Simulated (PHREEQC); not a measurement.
Solution (25 °C): 0.099 mol HF, 0.039 mol H2SiF6, 0.046 mol HBF4 and 0.002 mol HNO3 per kg of water. Closed to the air; pH follows from the charge balance.

Equilibrium calculation in PHREEQC: ion-association model, phreeqc.dat.

```tsv
quantity	before	after
pH	0.99	1.00
ionic strength (mol/kgw)	0.166	0.166
HF (mol/kgw)	0.0976	0.0989
F- (mol/kgw)	0.000914	0.000406
HF2- (mol/kgw)	0.000340	0.000174
BF3OH- (mol/kgw)	0.000166	0.000410
```

Name the change that produced these shifts.
(A) H2SiF6 left out
(B) temperature from 25 to 70 °C
(C) temperature from 25 to 40 °C
(D) H2SiF6 from 0.039 to 0.0429 mol/kgw
(E) temperature from 25 to 35 °C

B, temperature from 25 to 70 °C

No solid was allowed to form. Away from 25 °C the constants follow the database's enthalpies or fits; those with neither stay at their 25 °C values. SiF6-2 is the database's only silicon fluoride. Real BF4- forms and hydrolyses slowly; the run takes it at equilibrium.
